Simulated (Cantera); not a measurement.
A freely propagating, adiabatic, planar premixed flame of H2 : O2 : N2 = 1 : 0.909 : 3.42 (molar parts), equivalence ratio 0.55, unburnt at 525 K and 1.00 bar; mixture-averaged transport, grid criteria slope 0.08 and curve 0.16, no radiation.

Cantera simulation using the H2/O2 subset of GRI-Mech 3.0, which has no nitrogen chemistry; the numbers are that mechanism's predictions, not measurements. Burning velocities carry a grid error of a few per cent, more on coarse grids. Lean hydrogen flames are cellular in practice and burn faster than this planar one.

Predict: laminar burning velocity; thermal thickness; peak x(H); peak x(H2O2); peak x(OH).


| Item | Value |
|---|---|
| laminar burning velocity | 255 cm/s |
| thermal thickness | 0.403 mm |
| peak x(H) | 0.0132 |
| peak x(H2O2) | 3.39e-5 |
| peak x(OH) | 0.00892 |
